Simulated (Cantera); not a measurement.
## Thermodynamics of carbon deposition, reforming and gasification, feed toluene + H2 + CO2

A closed system holds: 1 mol toluene, 7.3 mol H2, 0.0091 mol CO2, equilibrated at 19.0 bar.

These are equilibrium values from Cantera (NASA tables, ideal gas, pure condensed phases), not measurements of a reactor. Candidate condensed phases: C, C6H6, C7H8, C8H18, H2O; 110 gas species. Rates play no part.

| T (K) | log p H2 | log p CH4 | log p C2H2 (acetylene) | log p H | log p CO | log p C4H2 | log p CH3 | n C(graphite) |
|---|---|---|---|---|---|---|---|---|
| 1198 | 1.18 | 0.57 | -5.82 | -6.13 | -1.58 | <-10 | -5.46 | 5.14 |
| 1348 | 1.24 | 0.24 | -4.68 | -5.02 | -1.52 | <-10 | -4.72 | 6.05 |
| 1498 | 1.26 | -0.07 | -3.80 | -4.14 | -1.51 | -9.27 | -4.16 | 6.50 |
| 1648 | 1.27 | -0.34 | -3.08 | -3.42 | -1.51 | -7.84 | -3.71 | 6.72 |
| 1798 | 1.27 | -0.57 | -2.49 | -2.82 | -1.51 | -6.66 | -3.35 | 6.83 |
| 1948 | 1.27 | -0.76 | -1.99 | -2.31 | -1.51 | -5.66 | -3.05 | 6.87 |
| 2098 | 1.27 | -0.93 | -1.57 | -1.87 | -1.51 | -4.81 | -2.79 | 6.89 |
| 2248 | 1.27 | -1.08 | -1.21 | -1.50 | -1.51 | -4.07 | -2.57 | 6.86 |
| 2398 | 1.27 | -1.20 | -0.89 | -1.17 | -1.51 | -3.44 | -2.38 | 6.79 |
| 2548 | 1.27 | -1.32 | -0.61 | -0.88 | -1.52 | -2.87 | -2.21 | 6.66 |
| 2698 | 1.26 | -1.43 | -0.37 | -0.62 | -1.52 | -2.38 | -2.07 | 6.44 |
| 2848 | 1.25 | -1.53 | -0.16 | -0.39 | -1.52 | -1.95 | -1.96 | 6.09 |
log p: log10 of the partial pressure in bar; n: condensed amount in mol.

From 1198 K to 2848 K the condensed part is C(graphite). The main C-bearing gas is CH4 at 1198 K and C2H2 (acetylene) at 2848 K. The share of C in condensed phases is highest at 2098 K (98.2 %) and lowest at 1198 K (73.4 %).
